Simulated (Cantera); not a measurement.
## Equilibrium for tantalum, niobium, vanadium and zirconium in process gases: V + N2O + H2

Charge: 1 mol V, 10 mol N2O, 2.6 mol H2, at 440000 Pa.

These are equilibrium values from Cantera (NASA tables, ideal gas, pure condensed phases), not measurements of a reactor. Candidate condensed phases: H2O, V, VN, VO, V2O3, V2O4, V2O5; 28 gas species. Condensed phases not in the tables: the oxides between V2O3 and V2O5 other than VO2. Gases not in the tables: V4O10. The numbers say what is thermodynamically allowed, not how fast it happens.

From 1473 K to 1923 K the condensed part is V2O5(l). From 1973 K to 2073 K the condensed part is V2O4(l).

| T (K) | x N2 | x O2 | x H2O | x NO | x OH | x VO2 | x O | n V2O5(l) | n V2O4(l) |
|---|---|---|---|---|---|---|---|---|---|
| 1473 | 0.664 | 0.162 | 0.173 | 0.000863 | 5.24e-5 | 4.87e-9 | 5.36e-7 | 0.500 | 0 |
| 1523 | 0.664 | 0.162 | 0.173 | 0.00110 | 8.11e-5 | 1.76e-8 | 1.06e-6 | 0.500 | 0 |
| 1573 | 0.664 | 0.162 | 0.173 | 0.00139 | 0.000122 | 5.82e-8 | 2.00e-6 | 0.500 | 0 |
| 1623 | 0.664 | 0.162 | 0.173 | 0.00172 | 0.000179 | 1.78e-7 | 3.65e-6 | 0.500 | 0 |
| 1673 | 0.663 | 0.162 | 0.173 | 0.00210 | 0.000257 | 5.10e-7 | 6.41e-6 | 0.500 | 0 |
| 1723 | 0.663 | 0.161 | 0.173 | 0.00254 | 0.000360 | 1.37e-6 | 1.09e-5 | 0.500 | 0 |
| 1773 | 0.663 | 0.161 | 0.172 | 0.00304 | 0.000496 | 3.46e-6 | 1.80e-5 | 0.500 | 0 |
| 1823 | 0.663 | 0.161 | 0.172 | 0.00360 | 0.000671 | 8.31e-6 | 2.88e-5 | 0.500 | 0 |
| 1873 | 0.662 | 0.160 | 0.172 | 0.00423 | 0.000893 | 1.90e-5 | 4.51e-5 | 0.500 | 0 |
| 1923 | 0.662 | 0.160 | 0.172 | 0.00491 | 0.00117 | 4.14e-5 | 6.90e-5 | 0.500 | 0 |
| 1973 | 0.650 | 0.173 | 0.169 | 0.00586 | 0.00153 | 7.70e-5 | 0.000108 | 0 | 0.499 |
| 2023 | 0.650 | 0.172 | 0.169 | 0.00671 | 0.00195 | 0.000135 | 0.000158 | 0 | 0.499 |
| 2073 | 0.649 | 0.172 | 0.168 | 0.00763 | 0.00246 | 0.000230 | 0.000227 | 0 | 0.498 |
x: gas mole fraction; n: condensed amount in mol.
